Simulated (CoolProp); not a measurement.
Properties of C3F8 (R218) along the isobar 4.45 MPa (Tc = 345.0 K, pc = 2.640 MPa, ω = 0.317).

The numbers come from the reference Helmholtz-energy equation of state, Lemmon 2006 in CoolProp. It is a short technical equation, of lower accuracy than the large ones.

| T (K) | phase | cv (kJ/(kg K)) | Joule-Thomson coefficient (K/MPa) | isothermal compressibility (1/MPa) | fugacity coefficient |
|---|---|---|---|---|---|
| 219.4 | liquid | 0.6563 | -0.3458 | 0.002036 | 0.01252 |
| 229.2 | liquid | 0.6734 | ___ | 0.002349 | 0.02030 |
| 239 | liquid | 0.6903 | -0.2914 | 0.002729 | 0.03127 |
| 248.9 | liquid | 0.7072 | ___ | 0.003200 | 0.04626 |
| 258.7 | liquid | 0.7237 | -0.2187 | 0.003784 | 0.06554 |
| 268.6 | liquid | 0.7402 | -0.1720 | ___ | 0.08999 |
| 278.4 | liquid | 0.7565 | ___ | ___ | 0.1194 |
| 288.2 | liquid | 0.7728 | -0.04645 | 0.006792 | 0.1542 |
| 298.1 | liquid | 0.7893 | 0.04286 | 0.008591 | 0.1947 |
| 307.9 | liquid | 0.8058 | 0.1593 | 0.01115 | 0.2398 |
| 317.8 | liquid | 0.8228 | 0.3210 | 0.01506 | 0.2899 |

What belongs in the gaps?


- 229.2, Joule-Thomson coefficient (K/MPa): -0.3204
- 248.9, Joule-Thomson coefficient (K/MPa): -0.2577
- 268.6, isothermal compressibility (1/MPa): 0.004535
- 278.4, Joule-Thomson coefficient (K/MPa): -0.1159
- 278.4, isothermal compressibility (1/MPa): 0.005502
